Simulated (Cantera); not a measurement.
## Premixed flame

A freely propagating, adiabatic, planar premixed flame of 41.6 % H₂, 12.2 % O₂, 46.2 % N₂, equivalence ratio 1.7, unburnt at 700 K and 398 Torr; mixture-averaged transport, grid criteria slope 0.08 and curve 0.16, no radiation.

Detailed kinetics in Cantera: the H2/O2 subset of GRI-Mech 3.0, which has no nitrogen chemistry. Burning velocities carry a grid error of a few per cent, more on coarse grids.

```
z (mm)  T (K)  u (m/s)   x H₂     x O₂      x OH   x H₂O₂     x HO₂     x H₂O
------  -----  -------  -----  -------  --------  -------  --------  --------
-3.32     700     11.2  0.416    0.122     <1e-8    <1e-8     <1e-8     <1e-8
-2.21     700     11.2  0.416    0.122     <1e-8    <1e-8     <1e-8     <1e-8
-1.66     700     11.2  0.416    0.122     <1e-8    <1e-8   1.05e-8     <1e-8
-1.11     700     11.2  0.416    0.122     <1e-8    <1e-8   1.41e-6   1.44e-7
-0.553    711     11.3  0.414    0.122   4.06e-5  6.70e-7  0.000108  0.000700
-0.276    844     13.3  0.388    0.118  0.000440  1.46e-6   8.10e-5    0.0135
0        1230     18.8  0.257   0.0710   0.00332  1.40e-6   3.60e-5     0.110
0.276    1508     22.8  0.152   0.0139   0.00675  9.89e-7   7.02e-6     0.218
0.553    1623     24.4  0.142  0.00508   0.00804  7.06e-7   2.41e-6     0.237
1.11     1750     26.0  0.148  0.00349   0.00926  4.45e-7   1.50e-6     0.242
2.21     1891     27.8  0.157  0.00263    0.0100  2.46e-7   1.04e-6     0.247
4.42     2034     29.6  0.166  0.00177   0.00995  1.31e-7   6.84e-7     0.252
8.84     2166     31.2  0.173  0.00105   0.00894  7.15e-8   4.27e-7     0.259
```
x: mole fraction of selected species; z is measured from the peak of heat release.

```json
{
  "laminar_burning_velocity": "1120 cm/s",
  "thermal_thickness": "1.11 mm",
  "peak x(OH)": "0.0101",
  "peak x(H₂O₂)": "1.50e-6",
  "peak x(HO₂)": "0.000112",
  "grid_points": "135"
}
```
